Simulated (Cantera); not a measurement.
# Hydrocarbon pyrolysis for carbon deposition

An isothermal, constant-pressure homogeneous reactor starts with C2H6 : N2 = 1 : 3.7 (molar parts), at 1900 K and 1.01 bar.

Model: GRI-Mech 3.0 (53 species, 325 reactions), integrated in Cantera. GRI-Mech 3.0 stops at C3 and has no aromatics, soot or wall deposition, so with more carbon than oxygen in the feed, carbon stays in small species such as C2H2 where larger ones or solid carbon would form.

```tsv
t (s)	x C2H6	x C2H	x H2	x C2H4	x CH3
0.000400	7.16e-5	2.27e-6	0.229	0.00160	0.00146
0.000730	5.33e-5	2.34e-6	0.239	0.00115	0.00127
0.00133	3.38e-5	2.42e-6	0.252	0.000885	0.00102
0.00243	1.79e-5	2.52e-6	0.264	0.000691	0.000745
0.00444	7.95e-6	2.62e-6	0.276	0.000585	0.000500
0.00811	3.05e-6	2.71e-6	0.284	0.000542	0.000310
0.0148	1.09e-6	2.76e-6	0.290	0.000532	0.000184
0.0270	4.14e-7	2.80e-6	0.293	0.000532	0.000110
0.0493	1.99e-7	2.82e-6	0.295	0.000534	7.13e-5
0.0900	1.38e-7	2.82e-6	0.295	0.000535	5.58e-5
0.164	1.27e-7	2.82e-6	0.296	0.000535	5.24e-5
0.300	1.26e-7	2.82e-6	0.296	0.000535	5.22e-5
0.548	1.26e-7	2.82e-6	0.296	0.000535	5.22e-5
1.00	1.26e-7	2.82e-6	0.296	0.000535	5.22e-5
```
x: mole fraction; the columns are a selection and need not sum to one.

Equilibrium at this temperature and pressure: C2H6 7.11e-8, C2H 1.58e-6, H2 0.296, C2H4 0.000300, CH3 3.92e-5 (gas phase only).
